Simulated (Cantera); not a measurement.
A perfectly stirred reactor is fed with 45.8 % H₂, 32.7 % O₂, 21.6 % N₂, equivalence ratio 0.70, at 0.250 bar; it is held at 998 K, and followed from long to short residence time.

Model: GRI-Mech 3.0 (53 species, 325 reactions), integrated in Cantera. The temperature is held fixed by assumption; the heat of reaction is taken as removed at once.

Question: Predict: x(H₂) at τ = 13.0 s; x(O₂) at τ = 13.0 s; x(HO₂) at τ = 13.0 s; x(H₂O₂) at τ = 13.0 s; x(H₂) at τ = 45.0 ms; x(O₂) at τ = 45.0 ms; x(NO) at τ = 45.0 ms; x(HO₂) at τ = 45.0 ms; x(H₂O₂) at τ = 45.0 ms.

Answer: 
```json
{
  "x(H₂) at τ = 13.0 s": "0.00492",
  "x(O₂) at τ = 13.0 s": "0.129",
  "x(HO₂) at τ = 13.0 s": "4.10e-5",
  "x(H₂O₂) at τ = 13.0 s": "5.04e-5",
  "x(H₂) at τ = 45.0 ms": "0.0421",
  "x(O₂) at τ = 45.0 ms": "0.145",
  "x(NO) at τ = 45.0 ms": "7.10e-9",
  "x(HO₂) at τ = 45.0 ms": "0.000132",
  "x(H₂O₂) at τ = 45.0 ms": "3.69e-5"
}
```
